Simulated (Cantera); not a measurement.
Charge: 1 mol BN, 1.5 mol H2O, 2.2 mol N2, held at 1300 °C.

Cantera equilibrium calculation (NASA polynomials, part measured and part estimated; ideal gas, pure solids and liquids). Candidate condensed phases: B, BN, B2O3, B3O3H3, H2O; 39 gas species. Mutual solubility and eutectic melting of coexisting phases are not modelled. Gases not in the tables: H3BO3. Kinetics and transport are ignored.

x: gas mole fraction; n: condensed amount in mol.

```json
[
 {"P (Pa)": "1", "x N2": "0.570", "x H2": "0.291", "x B2O3": "0.0756", "x HBO2": "0.0294", "x HBO": "0.0141", "x BO": "0.00792", "n BN(s)": "0", "n B2O3(l)": "0"},
 {"P (Pa)": "10", "x N2": "0.573", "x H2": "0.295", "x B2O3": "0.0780", "x HBO2": "0.0277", "x HBO": "0.0156", "x BO": "0.00276", "n BN(s)": "0", "n B2O3(l)": "0"},
 {"P (Pa)": "100", "x N2": "0.574", "x H2": "0.296", "x B2O3": "0.0787", "x HBO2": "0.0272", "x HBO": "0.0162", "x BO": "0.000901", "n BN(s)": "0", "n B2O3(l)": "0"},
 {"P (Pa)": "1000", "x N2": "0.631", "x H2": "0.343", "x B2O3": "0.00900", "x HBO2": "0.00981", "x HBO": "0.00592", "x BO": "9.69e-5", "n BN(s)": "___", "n B2O3(l)": "0.423"},
 {"P (Pa)": "10000", "x N2": "0.640", "x H2": "0.352", "x B2O3": "0.000900", "x HBO2": "0.00463", "x HBO": "0.00129", "x BO": "6.59e-6", "n BN(s)": "___", "n B2O3(l)": "0.480"},
 {"P (Pa)": "100000", "x N2": "0.642", "x H2": "0.354", "x B2O3": "9.00e-5", "x HBO2": "0.00215", "x HBO": "0.000278", "x BO": "4.49e-7", "n BN(s)": "___", "n B2O3(l)": "0.490"}
]
```

**Question.** What belongs in the gaps?

**Answer.** 
- 1000, n BN(s): 0.00497
- 10000, n BN(s): 0.00758
- 100000, n BN(s): 0.00906
